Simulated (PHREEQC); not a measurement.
Solution (20 °C): 0.76 mmol/kgw H4SiO4 and 150 mmol/kgw KH2PO4. Closed to the air; pH follows from the charge balance.

Equilibrium calculation in PHREEQC: ion-association model, wateq4f.dat.

```
Property               Result
--------------  -------------
pH                       4.43
ionic strength  0.151 mol/kgw
```

| species | molality | activity | log γ |
|---|---|---|---|
| K+ | 0.150 | 0.110 | -0.134 |
| H2PO4- | 0.149 | 0.114 | -0.116 |
| H4SiO4 | 0.000760 | 0.000787 | 0.015 |
| H3PO4 | 0.000565 | 0.000585 | 0.015 |
| HPO4-2 | 0.000559 | 0.000185 | -0.480 |
| KHPO4- | 5.20e-5 | 3.98e-5 | -0.116 |

Precipitation was switched off in this run. Saturation is exceeded, for instance for Quartz (slow to form), Chalcedony (slow to form); the values hold only as long as no solid forms. Species that the database lacks are ignored. H3PO4, which wateq4f.dat lacks, is added to it with the constant of phreeqc.dat.
